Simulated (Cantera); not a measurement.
**Low-pressure radical oxidation in H2/O2**

An isothermal, constant-pressure homogeneous reactor starts with 13.2 % H₂, 82.6 % O₂, 4.21 % H₂O, at 1000 K and 20.0 Torr.

Computed with Cantera and the H2/O2 subset of GRI-Mech 3.0, which has no nitrogen chemistry. Radical loss at walls, strong at low pressure, is not modelled. The temperature is held fixed by assumption; the heat of reaction is taken as removed at once.

```json
[
 {"t (s)": "8.00e-6", "x H₂": "0.132", "x O₂": "0.826", "x O": "<1e-12", "x H₂O₂": "<1e-12", "x H₂O": "0.0421", "x HO₂": "1.70e-11"},
 {"t (s)": "2.56e-5", "x H₂": "0.132", "x O₂": "0.826", "x O": "7.70e-12", "x H₂O₂": "<1e-12", "x H₂O": "0.0421", "x HO₂": "5.47e-11"},
 {"t (s)": "8.21e-5", "x H₂": "0.132", "x O₂": "0.826", "x O": "6.76e-11", "x H₂O₂": "<1e-12", "x H₂O": "0.0421", "x HO₂": "1.78e-10"},
 {"t (s)": "0.000263", "x H₂": "0.132", "x O₂": "0.826", "x O": "8.56e-10", "x H₂O₂": "<1e-12", "x H₂O": "0.0421", "x HO₂": "6.21e-10"},
 {"t (s)": "0.000843", "x H₂": "0.132", "x O₂": "0.826", "x O": "2.11e-7", "x H₂O₂": "7.34e-12", "x H₂O": "0.0421", "x HO₂": "2.01e-8"},
 {"t (s)": "0.00270", "x H₂": "0.0204", "x O₂": "0.781", "x O": "0.0210", "x H₂O₂": "1.04e-6", "x H₂O": "0.136", "x HO₂": "2.82e-5"},
 {"t (s)": "0.00865", "x H₂": "0.000846", "x O₂": "0.811", "x O": "0.00195", "x H₂O₂": "8.60e-7", "x H₂O": "0.185", "x HO₂": "1.86e-5"},
 {"t (s)": "0.0277", "x H₂": "7.47e-5", "x O₂": "0.813", "x O": "0.000138", "x H₂O₂": "4.41e-7", "x H₂O": "0.186", "x HO₂": "4.32e-6"},
 {"t (s)": "0.0888", "x H₂": "7.21e-6", "x O₂": "0.813", "x O": "1.56e-5", "x H₂O₂": "1.72e-7", "x H₂O": "0.187", "x HO₂": "7.44e-7"},
 {"t (s)": "0.285", "x H₂": "6.68e-7", "x O₂": "0.813", "x O": "2.55e-6", "x H₂O₂": "6.04e-8", "x H₂O": "0.187", "x HO₂": "1.38e-7"},
 {"t (s)": "0.912", "x H₂": "8.94e-8", "x O₂": "0.813", "x O": "5.50e-7", "x H₂O₂": "2.11e-8", "x H₂O": "0.187", "x HO₂": "3.15e-8"},
 {"t (s)": "2.92", "x H₂": "1.92e-8", "x O₂": "0.813", "x O": "1.41e-7", "x H₂O₂": "7.43e-9", "x H₂O": "0.187", "x HO₂": "8.47e-9"},
 {"t (s)": "9.36", "x H₂": "4.99e-9", "x O₂": "0.813", "x O": "3.94e-8", "x H₂O₂": "2.55e-9", "x H₂O": "0.187", "x HO₂": "2.61e-9"},
 {"t (s)": "30.0", "x H₂": "1.41e-9", "x O₂": "0.813", "x O": "1.16e-8", "x H₂O₂": "8.53e-10", "x H₂O": "0.187", "x HO₂": "1.10e-9"}
]
```
x: mole fraction; the columns are a selection and need not sum to one.

Equilibrium at this temperature and pressure: H₂ 1.11e-10, O₂ 0.813, O 8.74e-10, H₂O₂ 7.74e-11, H₂O 0.187, HO₂ 1.42e-9 (gas phase only).
